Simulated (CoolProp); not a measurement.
Hydrogen sulfide along the isotherm 416.1 K: fugacity coefficient from the reference equation and from simpler models built on Tc = 373.1 K, pc = 8.999 MPa, ω = 0.101; each cubic takes its own stable root.

The numbers come from the reference Helmholtz-energy equation of state, Lemmon 2006 in CoolProp. It is a short technical equation, of lower accuracy than the large ones.

```json
[
 {"p (MPa)": "9", "phase": "supercritical", "reference": "___", "van der Waals": "0.7761", "Peng-Robinson": "0.7478"},
 {"p (MPa)": "18", "phase": "supercritical", "reference": "0.5701", "van der Waals": "___", "Peng-Robinson": "0.5476"},
 {"p (MPa)": "27", "phase": "supercritical", "reference": "0.4547", "van der Waals": "0.4661", "Peng-Robinson": "___"},
 {"p (MPa)": "36", "phase": "supercritical", "reference": "0.3972", "van der Waals": "0.4225", "Peng-Robinson": "0.3821"},
 {"p (MPa)": "45", "phase": "supercritical", "reference": "0.3659", "van der Waals": "0.4038", "Peng-Robinson": "___"},
 {"p (MPa)": "54", "phase": "supercritical", "reference": "0.3486", "van der Waals": "0.3990", "Peng-Robinson": "0.3314"},
 {"p (MPa)": "63", "phase": "supercritical", "reference": "0.3398", "van der Waals": "___", "Peng-Robinson": "0.3207"},
 {"p (MPa)": "72", "phase": "supercritical", "reference": "0.3369", "van der Waals": "0.4142", "Peng-Robinson": "0.3153"},
 {"p (MPa)": "81", "phase": "supercritical", "reference": "0.3382", "van der Waals": "0.4308", "Peng-Robinson": "0.3138"},
 {"p (MPa)": "90", "phase": "supercritical", "reference": "___", "van der Waals": "0.4524", "Peng-Robinson": "0.3153"}
]
```

Problem. Some entries are withheld; supply them.

Solution. 
- 9, reference: 0.7743
- 18, van der Waals: 0.5653
- 27, Peng-Robinson: 0.4383
- 45, Peng-Robinson: 0.3502
- 63, van der Waals: 0.4032
- 90, reference: 0.3428
